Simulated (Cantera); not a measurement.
A freely propagating, adiabatic, planar premixed flame of H₂ : O₂ : N₂ : H₂O = 1 : 0.278 : 1 : 0.36 (molar parts), equivalence ratio 1.8, unburnt at 550 K and 100.0 Torr; multicomponent+Soret transport, grid criteria slope 0.08 and curve 0.16, no radiation.

Computed with Cantera and the H2/O2 subset of GRI-Mech 3.0, which has no nitrogen chemistry. Burning velocities carry a grid error of a few per cent, more on coarse grids.

x: mole fraction of selected species; z is measured from the peak of heat release.

```
z (mm)  T (K)  u (m/s)   x H₂      x O₂  x H₂O    x HO₂      x OH   x H₂O₂
------  -----  -------  -----  --------  -----  -------  --------  -------
-16.5     550     5.13  0.379     0.105  0.136    <1e-8     <1e-8    <1e-8
-11.0     550     5.13  0.379     0.105  0.136    <1e-8     <1e-8    <1e-8
-8.25     550     5.13  0.379     0.105  0.136    <1e-8     <1e-8    <1e-8
-5.50     550     5.13  0.379     0.105  0.136  3.46e-7     <1e-8    <1e-8
-2.75     560     5.20  0.374     0.106  0.138  8.60e-5   2.96e-5  1.48e-6
-1.37     708     6.43  0.347     0.102  0.154  5.59e-5  0.000305  2.18e-6
0        1063     9.45  0.247    0.0657  0.233  1.84e-5   0.00148  3.56e-7
1.37     1301     11.5  0.153    0.0136  0.333  3.22e-6   0.00372  4.23e-7
2.75     1396     12.3  0.141   0.00443  0.352  9.60e-7   0.00463  3.95e-7
5.50     1498     13.1  0.147       [?]  0.357      [?]       [?]      [?]
11.0     1610     14.0  0.155   0.00226  0.361  4.01e-7   0.00610  2.16e-7
22.0     1723     14.8  0.162   0.00153  0.367  2.57e-7   0.00617  1.19e-7
44.0     1827     15.6  0.169  0.000890  0.372  1.52e-7   0.00557  6.08e-8
```

Q: Fill in the missing entries.

A: 
- 5.50, x O₂: 0.00295
- 5.50, x HO₂: 5.74e-7
- 5.50, x OH: 0.00550
- 5.50, x H₂O₂: 3.28e-7
